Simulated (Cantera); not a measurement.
Charge: 1 mol Ti, 0.1 mol C3H8, 9.9 mol H2, equilibrated at 1677 °C and 0.0190 bar.

Equilibrium computed with Cantera from the NASA thermochemical tables; the gas is ideal and each condensed phase is pure. Candidate condensed phases: C, C6H6, C7H8, C8H18, Ti, TiC; 77 gas species. Mutual solubility and eutectic melting of coexisting phases are not modelled. TiC: taken at fixed stoichiometry. Condensed phases not in the tables: N, O or C dissolved in the metal. Rates play no part.

Base state: H2 0.991, H 0.00828, Ti 0.000266 (mole fractions); condensed: Ti(l) + TiC(s).

What changes in the equilibrium state with this change: temperature from 1677 °C to 1500 °C?


```
species        before    after
-----------  --------  -------
H2              0.991    0.998
H             0.00828  0.00206
Ti           0.000266  1.62e-5
Ti(l), mol      0.697        0
TiC(s), mol     0.300    0.300
Ti(β), mol          0    0.700
```
